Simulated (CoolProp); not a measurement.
Saturation properties of R1336mzz(Z).

Model: reference Helmholtz-energy equation of state, McLinden 2020, in CoolProp.

```
T (°C)  p (kPa)  liquid density (kg/m³)  enthalpy of vaporisation (kJ/kg)
------  -------  ----------------------  --------------------------------
15.65     50.27                    1389                             172.7
21.75     64.66                    1373                             169.9
27.85     82.15                    1357                             167.2
33.95     103.2                    1341                             164.3
39.95     127.8                    1325                             161.5
46.05     157.3                    1308                             158.5
52.15     191.9                    1291                             155.4
58.25     232.0                    1273                             152.3
64.35     278.4                    1256                             149.0
70.45     331.5                    1237                             145.6
76.55     392.1                    1218                             142.1
82.65     460.7                    1199                             138.4
88.65     536.8                    1179                             134.7
```

It boils at 33.5 °C under 1 atm.
